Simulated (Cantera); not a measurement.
Input: 1 mol Fe, 0.75 mol O2, 1.4 mol H2, equilibrated at 1050 °C and 15000 Pa.

Equilibrium computed with Cantera from the NASA thermochemical tables; the gas is ideal and each condensed phase is pure. Candidate condensed phases: Fe, FeO, Fe(OH)2, Fe(OH)3, Fe2O3, Fe3O4, H2O; 12 gas species. The tables' stoichiometric FeO is somewhat more stable than real wüstite, so its field is too wide. FeO: taken at fixed stoichiometry. Equilibrium is a limit: real reactors are often held back by kinetics, nucleation or transport.

Problem. What is the equilibrium state?

Solution. 
| Property | Value |
|---|---|
| x(H2) | 0.643 |
| x(H2O) | 0.357 |
| x(H) | 3.28e-6 |
| n(FeO(s)) | 1.000 mol |
| gas amount | 1.400 mol |
| log10 activity of Fe(γ) (absent) | -0.21 |
| log10 activity of Fe(OH)2(s) (absent) | -6.66 |
| log10 activity of Fe(OH)3(s) (absent) | -12.27 |
